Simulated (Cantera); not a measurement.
Source: NASA polynomial tables (part measured, part estimated), evaluated in Cantera. Values are per mole of reaction as written; species without (g) are pure solids or liquids, kept so even where they would boil at 1 bar. VN: taken at fixed stoichiometry.

O₂(g) + VN → NO₂(g) + V

| T (K) | ΔH° (kJ) | ΔS° (J/K) | ΔG° (kJ) | log10 K |
|---|---|---|---|---|
| 300 | ? | ? | ? | ? |
| 673 | 248.9 | 21.5 | 234.5 | -18.20 |
| 748 | 248.5 | 20.8 | 232.9 | -16.26 |
| 823 | ? | ? | ? | ? |
| 898 | 247.6 | 19.8 | 229.8 | -13.37 |
| 973 | 247.2 | 19.3 | 228.4 | -12.26 |
| 1048 | 246.8 | 18.9 | 226.9 | -11.31 |
| 1123 | 246.4 | 18.5 | 225.5 | -10.49 |
| 1198 | 246.0 | 18.2 | 224.2 | -9.77 |

Question: Complete the blanks.

Answer: 
- 300, ΔH° (kJ): 251.3
- 300, ΔS° (J/K): 26.6
- 300, ΔG° (kJ): 243.3
- 300, log10 K: -42.37
- 823, ΔH° (kJ): 248.0
- 823, ΔS° (J/K): 20.3
- 823, ΔG° (kJ): 231.3
- 823, log10 K: -14.68
